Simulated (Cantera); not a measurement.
Charge: 1 mol TiC, 0.057 mol C, 2.9 mol H₂, equilibrated at 1575 K and 40.0 Pa.

These are equilibrium values from Cantera (NASA tables, ideal gas, pure condensed phases), not measurements of a reactor. TiC: taken at fixed stoichiometry. Rates play no part.

```json
[
 {"species": "H₂", "before": "0.998", "after": "0.756"},
 {"species": "H", "before": "0.00208", "after": "0.242"},
 {"species": "C₂H₂ (acetylene)", "before": "2.11e-5", "after": "0.00192"},
 {"species": "Ti", "before": "<1e-9", "after": "6.20e-5"},
 {"species": "C₂H", "before": "<1e-9", "after": "2.11e-5"},
 {"species": "C(graphite), mol", "before": "0.0569", "after": "0.0443"},
 {"species": "TiC(s), mol", "before": "1.00", "after": "1.000"}
]
```
Gas species are given as mole fractions.

Name the change that produced these shifts.
A) pressure from 40.0 Pa to 100000 Pa
B) temperature from 1575 K to 2048 K
C) temperature from 1575 K to 2198 K
D) pressure from 40.0 Pa to 1.70 Pa

C, temperature from 1575 K to 2198 K
